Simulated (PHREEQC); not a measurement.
# Acid mine or pickling water (model solution)

Model water analysis in mg/L, 50 °C, pH 2.11, pe 12.7:

| constituent | mg/L |
|---|---|
| Na | 245 |
| K | 148 |
| Ca | 244 |
| Mg | 32.7 |
| Cl | 125 |
| S(6) as SO4 | 1970 |
| P as PO4 | 1.48 |
| Zn | 6.83 |
| Ni | 16.4 |
| B | 0.33 |

Valence states are taken as typed.

The numbers come from PHREEQC with the ion-association model, wateq4f.dat.

No solid was allowed to form.

Task: Estimate the ionic strength.

Result: ionic strength 0.0467 mol/kgw.

Task: In which forms is Ni present?

Result: Ni+2 68 %, NiSO4 32 % of the Ni.

Species that the database lacks are ignored. H3PO4, which wateq4f.dat lacks, is added to it with the constant of phreeqc.dat. At this temperature some constants are extrapolated from 25 °C, and those without enthalpy data are left unchanged. The database has no phosphate complexes of Zn, Ni.
